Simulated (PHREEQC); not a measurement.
Make-up at 94 °C: 8.9e-05 mol/kgw CaSO4, 0.053 mol/kgw Na2HPO4 and 7.2e-05 mol/kgw H4SiO4. Closed to the air; pH follows from the charge balance.

Model: ion-association model, phreeqc.dat, run in PHREEQC.

This is a speciation only: nothing precipitates in the calculation.

Q: Estimate the pH.

A: pH 8.61.

Q: In which forms is P present?

A: HPO4-2 93 %, NaHPO4- 5.2 %, H2PO4- 1.0 % of the P.

Examples of supersaturated solids here: Hydroxyapatite. Others may be too. Species that the database lacks are ignored. Constants without temperature data keep their 25 °C values here.
